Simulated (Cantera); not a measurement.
A freely propagating, adiabatic, planar premixed flame of H2 : O2 : N2 = 1 : 0.294 : 1.11 (molar parts), unburnt at 575 K and 0.140 bar; mixture-averaged transport, grid criteria slope 0.08 and curve 0.16, no radiation.

Cantera simulation using the H2/O2 subset of GRI-Mech 3.0, which has no nitrogen chemistry; the numbers are that mechanism's predictions, not measurements. Burning velocities carry a grid error of a few per cent, more on coarse grids.

**Question.** How do the results move with these cheaper or finer settings: unity-Lewis-number transport; multicomponent transport; multicomponent+Soret transport; grid criteria slope 0.5, curve 1; grid criteria slope 0.25, curve 0.5; grid criteria slope 0.03, curve 0.06?

**Answer.** 
```tsv
setting	laminar burning velocity	thermal thickness	peak x(H)	peak x(O)	grid points
as above	645 cm/s	5.66 mm	0.132	0.00706	135
unity-Lewis-number transport	397 cm/s	4.65 mm	0.132	0.00545	127
multicomponent transport	629 cm/s	5.65 mm	0.132	0.00693	135
multicomponent+Soret transport	609 cm/s	5.57 mm	0.130	0.00691	137
grid criteria slope 0.5, curve 1	754 cm/s	8.33 mm	0.129	0.00574	48
grid criteria slope 0.25, curve 0.5	703 cm/s	6.65 mm	0.133	0.00670	78
grid criteria slope 0.03, curve 0.06	632 cm/s	5.44 mm	0.131	0.00711	288
```
Unity Lewis numbers drop preferential diffusion, which matters most where H2 and H carry the flame; Soret adds thermal diffusion.
